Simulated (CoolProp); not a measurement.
Vapour-liquid equilibrium of cyclohexane (1) + m-xylene (2) at 191.85 °C; x and y are mole fractions of (1).

The numbers come from the multi-fluid Helmholtz-energy mixture model, Zhou 2014 and Zhou 2012; pair parameters Bell 2016 in CoolProp.

Question: Give the bubble pressure and the first vapour's composition at x = 0.55, 0.65, 0.75. Is there an azeotrope?

Answer: x = 0.55: 0.8262 MPa, y = 0.767; x = 0.65: 0.9045 MPa, y = 0.826; x = 0.75: 0.9820 MPa, y = 0.878. No azeotrope shows between x = 0.05 and 0.95.

Pair parameters are fitted to limited data, so mixtures are less certain than the pure fluids.
